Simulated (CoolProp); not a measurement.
Properties of octamethyltrisiloxane (MDM) along the isotherm 479.4 K.

Values from CoolProp's reference Helmholtz-energy equation of state, Thol 2017.

```json
[
 {"p (kPa)": "225", "phase": "gas", "cp (kJ/(kg K))": "1.930", "cv (kJ/(kg K))": "1.866", "Joule-Thomson coefficient (K/MPa)": "18.38", "isothermal compressibility (1/MPa)": "5.059", "fugacity coefficient": "0.9023"},
 {"p (kPa)": "449", "phase": "liquid", "cp (kJ/(kg K))": "2.279", "cv (kJ/(kg K))": "1.922", "Joule-Thomson coefficient (K/MPa)": "0.2257", "isothermal compressibility (1/MPa)": "0.01663", "fugacity coefficient": "0.6553"},
 {"p (kPa)": "674", "phase": "liquid", "cp (kJ/(kg K))": "2.273", "cv (kJ/(kg K))": "1.921", "Joule-Thomson coefficient (K/MPa)": "0.1985", "isothermal compressibility (1/MPa)": "0.01590", "fugacity coefficient": "0.4463"},
 {"p (kPa)": "898", "phase": "liquid", "cp (kJ/(kg K))": "2.268", "cv (kJ/(kg K))": "1.921", "Joule-Thomson coefficient (K/MPa)": "0.1738", "isothermal compressibility (1/MPa)": "0.01524", "fugacity coefficient": "0.3424"},
 {"p (kPa)": "1120", "phase": "liquid", "cp (kJ/(kg K))": "2.263", "cv (kJ/(kg K))": "1.921", "Joule-Thomson coefficient (K/MPa)": "0.1512", "isothermal compressibility (1/MPa)": "0.01465", "fugacity coefficient": "0.2806"},
 {"p (kPa)": "1350", "phase": "liquid", "cp (kJ/(kg K))": "2.258", "cv (kJ/(kg K))": "1.920", "Joule-Thomson coefficient (K/MPa)": "0.1296", "isothermal compressibility (1/MPa)": "0.01409", "fugacity coefficient": "0.2381"},
 {"p (kPa)": "1570", "phase": "liquid", "cp (kJ/(kg K))": "2.253", "cv (kJ/(kg K))": "1.920", "Joule-Thomson coefficient (K/MPa)": "(withheld)", "isothermal compressibility (1/MPa)": "0.01359", "fugacity coefficient": "0.2091"},
 {"p (kPa)": "1800", "phase": "liquid", "cp (kJ/(kg K))": "(withheld)", "cv (kJ/(kg K))": "1.920", "Joule-Thomson coefficient (K/MPa)": "0.09179", "isothermal compressibility (1/MPa)": "0.01311", "fugacity coefficient": "0.1865"},
 {"p (kPa)": "2020", "phase": "liquid", "cp (kJ/(kg K))": "2.245", "cv (kJ/(kg K))": "1.920", "Joule-Thomson coefficient (K/MPa)": "0.07517", "isothermal compressibility (1/MPa)": "0.01269", "fugacity coefficient": "0.1698"},
 {"p (kPa)": "2250", "phase": "liquid", "cp (kJ/(kg K))": "2.242", "cv (kJ/(kg K))": "1.919", "Joule-Thomson coefficient (K/MPa)": "0.05892", "isothermal compressibility (1/MPa)": "0.01228", "fugacity coefficient": "0.1559"},
 {"p (kPa)": "2470", "phase": "liquid", "cp (kJ/(kg K))": "2.238", "cv (kJ/(kg K))": "1.919", "Joule-Thomson coefficient (K/MPa)": "0.04434", "isothermal compressibility (1/MPa)": "0.01191", "fugacity coefficient": "0.1450"},
 {"p (kPa)": "2700", "phase": "liquid", "cp (kJ/(kg K))": "2.235", "cv (kJ/(kg K))": "1.919", "Joule-Thomson coefficient (K/MPa)": "(withheld)", "isothermal compressibility (1/MPa)": "0.01155", "fugacity coefficient": "0.1356"},
 {"p (kPa)": "2920", "phase": "liquid", "cp (kJ/(kg K))": "2.232", "cv (kJ/(kg K))": "1.919", "Joule-Thomson coefficient (K/MPa)": "0.01709", "isothermal compressibility (1/MPa)": "0.01123", "fugacity coefficient": "0.1281"},
 {"p (kPa)": "3140", "phase": "liquid", "cp (kJ/(kg K))": "2.229", "cv (kJ/(kg K))": "1.919", "Joule-Thomson coefficient (K/MPa)": "0.004878", "isothermal compressibility (1/MPa)": "0.01093", "fugacity coefficient": "0.1216"},
 {"p (kPa)": "3370", "phase": "liquid", "cp (kJ/(kg K))": "2.226", "cv (kJ/(kg K))": "1.918", "Joule-Thomson coefficient (K/MPa)": "-0.007199", "isothermal compressibility (1/MPa)": "0.01063", "fugacity coefficient": "0.1158"},
 {"p (kPa)": "3590", "phase": "liquid", "cp (kJ/(kg K))": "2.224", "cv (kJ/(kg K))": "1.918", "Joule-Thomson coefficient (K/MPa)": "-0.01815", "isothermal compressibility (1/MPa)": "0.01036", "fugacity coefficient": "0.1110"}
]
```

Fill in the missing entries.


- 1570, Joule-Thomson coefficient (K/MPa): 0.1104
- 1800, cp (kJ/(kg K)): 2.249
- 2700, Joule-Thomson coefficient (K/MPa): 0.03001
